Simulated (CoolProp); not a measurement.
Properties of propylene along the isotherm 402.1 K.

Values from CoolProp's reference Helmholtz-energy equation of state, Lemmon 2013.

```csv
p (MPa),phase,speed of sound (m/s),Joule-Thomson coefficient (K/MPa),expansivity (1/kK),viscosity (µPa s),conductivity (mW/(m K))
0.0216,gas,297.3,7.288,2.496,11.5,29.1
0.0444,gas,297.0,7.296,2.506,11.5,29.1
0.0911,gas,296.4,7.314,2.527,11.5,29.1
0.187,gas,295.2,7.349,2.571,11.5,29.3
0.384,gas,292.6,7.424,2.664,11.6,29.6
0.789,gas,287.2,7.582,2.874,11.7,30.2
1.62,gas,275.8,7.928,3.399,12.1,31.6
3.33,gas,250.7,8.722,5.141,13.4,35.4
6.83,supercritical,204.9,8.484,19.20,22.3,56.3
```

Viscosity comes from a separate model (Huber 2003), an estimate that may be off by 10 % or more. Thermal conductivity comes from a separate model (Huber 2003), an estimate that may be off by 10 % or more.
